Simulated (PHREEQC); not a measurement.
Dissolve 63 mmol/kgw NH4HSO4 at 42 °C. Closed to the air; pH follows from the charge balance.

The numbers come from PHREEQC with the ion-association model, phreeqc.dat.

This is a speciation only: nothing precipitates in the calculation.

Question: What pH does the model give?

Answer: pH 1.64.

Question: In which forms is N present?

Answer: NH4+ 91 %, NH4SO4- 8.9 % of the N.

Complexes and solids missing from the database can't appear. Away from 25 °C the constants follow the database's enthalpies or fits; those with neither stay at their 25 °C values.
